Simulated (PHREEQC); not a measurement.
**Hard or scaling water: an equilibrium model**

Dissolve 0.0011 mol MgCl2, 0.0057 mol Na2HPO4 and 0.0001 mol MgSO4 per kg of water at 70 °C. Closed to the air; pH follows from the charge balance.

The numbers come from PHREEQC with the ion-association model, phreeqc.dat.

This is a speciation only: nothing precipitates in the calculation.

Question: Predict the pH, specific conductance.

Answer: pH 8.01; specific conductance 2400 µS/cm.

Question: In which forms is S present?

Answer: SO4-2 91 %, MgSO4 5.1 %, NaSO4- 3.8 % of the S.

Away from 25 °C the constants follow the database's enthalpies or fits; those with neither stay at their 25 °C values.
